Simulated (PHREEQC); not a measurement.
Model water analysis in mg/L, 20 °C, pH 5.97, pe 8.8: Na 8.86; K 0.0615; Ca 4.23; Mg 1.09; Cl 10.2; S(6) as SO4 6.43; Alkalinity as HCO3 15.8; Pb 0.511; Sr 0.216.

Na is adjusted to close the charge balance.
Valence states are taken as typed.

Computed with PHREEQC (ion-association model, phreeqc.dat).

- ionic strength = 0.000896 mol/kgw

```csv
species,molality,activity,log γ
CO2,0.000646,0.000646,0.000
Na+,0.000368,0.000356,-0.014
Cl-,0.000288,0.000278,-0.015
HCO3-,0.000259,0.000250,-0.014
Ca+2,0.000104,9.14e-5,-0.058
SO4-2,6.54e-5,5.73e-5,-0.058
Mg+2,4.43e-5,3.88e-5,-0.057
Sr+2,2.44e-6,2.13e-6,-0.057
Pb+2,1.78e-6,1.56e-6,-0.058
K+,1.57e-6,1.52e-6,-0.015
H+,1.11e-6,1.07e-6,-0.014
```

This is a speciation only: nothing precipitates in the calculation.
